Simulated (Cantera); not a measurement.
## Premixed flame

A freely propagating, adiabatic, planar premixed flame of 7.67 % CH4, 17.6 % O2, 66.3 % N2, 8.44 % CO2, unburnt at 523 K and 750 Torr; mixture-averaged transport, grid criteria slope 0.08 and curve 0.16, no radiation.

Cantera simulation using GRI-Mech 3.0 (53 species, 325 reactions); the numbers are that mechanism's predictions, not measurements. Burning velocities carry a grid error of a few per cent, more on coarse grids.

```json
[
 {"z (mm)": "-1.62", "T (K)": "523", "u (m/s)": "0.519", "x CH4": "0.0766", "x O2": "0.176", "x CO2": "0.0843", "x C2H4": "2.70e-8", "x C2H": "<1e-8", "x HCO": "<1e-8"},
 {"z (mm)": "-1.08", "T (K)": "527", "u (m/s)": "0.523", "x CH4": "0.0762", "x O2": "0.176", "x CO2": "0.0842", "x C2H4": "4.43e-7", "x C2H": "<1e-8", "x HCO": "<1e-8"},
 {"z (mm)": "-0.808", "T (K)": "537", "u (m/s)": "0.534", "x CH4": "0.0753", "x O2": "0.175", "x CO2": "0.0841", "x C2H4": "2.27e-6", "x C2H": "<1e-8", "x HCO": "<1e-8"},
 {"z (mm)": "-0.538", "T (K)": "595", "u (m/s)": "0.594", "x CH4": "0.0710", "x O2": "0.170", "x CO2": "0.0841", "x C2H4": "1.79e-5", "x C2H": "<1e-8", "x HCO": "<1e-8"},
 {"z (mm)": "-0.269", "T (K)": "917", "u (m/s)": "0.925", "x CH4": "0.0500", "x O2": "0.141", "x CO2": "0.0875", "x C2H4": "0.000163", "x C2H": "<1e-8", "x HCO": "1.46e-7"},
 {"z (mm)": "-0.135", "T (K)": "1262", "u (m/s)": "1.28", "x CH4": "0.0275", "x O2": "0.106", "x CO2": "0.0945", "x C2H4": "0.000321", "x C2H": "<1e-8", "x HCO": "4.11e-6"},
 {"z (mm)": "0", "T (K)": "1604", "u (m/s)": "1.63", "x CH4": "0.00593", "x O2": "0.0653", "x CO2": "0.107", "x C2H4": "0.000166", "x C2H": "2.55e-8", "x HCO": "2.32e-5"},
 {"z (mm)": "0.135", "T (K)": "1741", "u (m/s)": "1.77", "x CH4": "0.000282", "x O2": "0.0443", "x CO2": "0.121", "x C2H4": "4.31e-6", "x C2H": "<1e-8", "x HCO": "4.99e-6"},
 {"z (mm)": "0.269", "T (K)": "1790", "u (m/s)": "1.81", "x CH4": "6.98e-6", "x O2": "0.0382", "x CO2": "0.130", "x C2H4": "3.22e-8", "x C2H": "<1e-8", "x HCO": "1.90e-7"},
 {"z (mm)": "0.538", "T (K)": "1852", "u (m/s)": "1.87", "x CH4": "<1e-8", "x O2": "0.0343", "x CO2": "0.137", "x C2H4": "<1e-8", "x C2H": "<1e-8", "x HCO": "1.68e-8"},
 {"z (mm)": "1.08", "T (K)": "1921", "u (m/s)": "1.93", "x CH4": "<1e-8", "x O2": "0.0311", "x CO2": "0.143", "x C2H4": "<1e-8", "x C2H": "<1e-8", "x HCO": "<1e-8"},
 {"z (mm)": "2.15", "T (K)": "1982", "u (m/s)": "1.98", "x CH4": "<1e-8", "x O2": "0.0283", "x CO2": "0.149", "x C2H4": "<1e-8", "x C2H": "<1e-8", "x HCO": "<1e-8"},
 {"z (mm)": "4.31", "T (K)": "2027", "u (m/s)": "2.02", "x CH4": "<1e-8", "x O2": "0.0261", "x CO2": "0.153", "x C2H4": "<1e-8", "x C2H": "<1e-8", "x HCO": "<1e-8"}
]
```
x: mole fraction of selected species; z is measured from the peak of heat release.

- laminar burning velocity: 51.8 cm/s
- thermal thickness: 0.538 mm
- peak x(C2H4): 0.000335
- peak x(C2H): 3.38e-8
- peak x(HCO): 2.34e-5
- grid points: 128
